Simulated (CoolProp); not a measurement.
The fluid at 431.79 K and 0.0325 MPa is compressed adiabatically to 0.104 MPa with isentropic efficiency 1. The same conditions are run with several fluids, on thermodynamics alone (safety and materials aside).

Values from CoolProp's reference Helmholtz-energy equation of state of each fluid (dimethyl carbonate: Zhou 2011; propane: Lemmon 2009; R152A: Outcalt 1996; cyclopentane: Gedanitz 2015; cyclohexane: Zhou 2014).

```
fluid               work (kJ/kg)  final temperature (K)  final density (kg/m³)
------------------  ------------  ---------------------  ---------------------
dimethyl carbonate          47.6                    [?]                   2.47
propane                     99.1                  474.2                   1.17
R152A                       66.6                  480.6                    [?]
cyclopentane                 [?]                  464.4                   1.91
cyclohexane                 50.6                  457.8                   2.34
```

Question: What belongs in the gaps?

Answer: 
- dimethyl carbonate, final temperature (K): 463.1
- R152A, final density (kg/m³): 1.73
- cyclopentane, work (kJ/kg): 61.3
